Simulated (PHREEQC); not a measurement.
Make-up at 25 °C: 90 mmol/kgw HNO3, 0.78 mmol/kgw H4SiO4 and 3.3 mmol/kgw KH2PO4. Closed to the air; pH follows from the charge balance.

Computed with PHREEQC (ion-association model, phreeqc.dat).

Each row changes one thing in this solution. No solid was allowed to form.

```tsv
case	pH	ionic strength (mol/kgw)	SI of SiO2(a) (SiO2)
as made	1.14	0.0904	-0.38
KH2PO4 replaced by KNO3 at the same molality	1.13	[?]	-0.38
HNO3 from 0.09 to 0.135 mol/kgw	[?]	0.135	-0.38
HNO3 left out	[?]	0.00333	-0.40
0.0061 mol/kgw HCl added	[?]	0.0964	-0.38
KH2PO4 left out	1.13	0.0900	-0.38
KH2PO4 from 0.0033 to 0.033 mol/kgw	1.29	[?]	-0.38
```

**Question.** What belongs in the gaps?

**Answer.** 
- KH2PO4 replaced by KNO3 at the same molality, ionic strength (mol/kgw): 0.0933
- HNO3 from 0.09 to 0.135 mol/kgw, pH: 0.97
- HNO3 left out, pH: 4.89
- 0.0061 mol/kgw HCl added, pH: 1.11
- KH2PO4 from 0.0033 to 0.033 mol/kgw, ionic strength (mol/kgw): 0.0948

Some of these states are supersaturated (in Quartz (slow to form), Chalcedony (slow to form), for instance).
